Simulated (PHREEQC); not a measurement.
## Brine: speciation

A solution holds 0.0028 mol K2CO3 and 0.15 mol FeCl2 per kg of water, at 52 °C. Closed to the air; pH follows from the charge balance.

Equilibrium calculation in PHREEQC: ion-association model, wateq4f.dat.

Each row changes one thing in this solution. No solid was allowed to form.

```tsv
case	pH	ionic strength (mol/kgw)	HCO3- (mol/kgw)	CO2 (mol/kgw)	CO3-2 (mol/kgw)
as made	7.39	0.421	0.000556	2.77e-5	2.80e-6
FeCl2 from 0.15 to 0.75 mol/kgw	6.93	1.92	0.000376	3.46e-5	9.55e-7
FeCl2 left out	10.23	0.00729	0.00111	1.15e-7	0.00169
K2CO3 from 0.0028 to 0.00252 mol/kgw	7.35	0.422	0.000506	2.77e-5	2.33e-6
```

The ionic strength passes 0.7 mol/kgw, the rough limit of the ion-association models, in FeCl2 from 0.15 to 0.75 mol/kgw. Some of these states are supersaturated (in Siderite, for instance). Constants without temperature data keep their 25 °C values here.
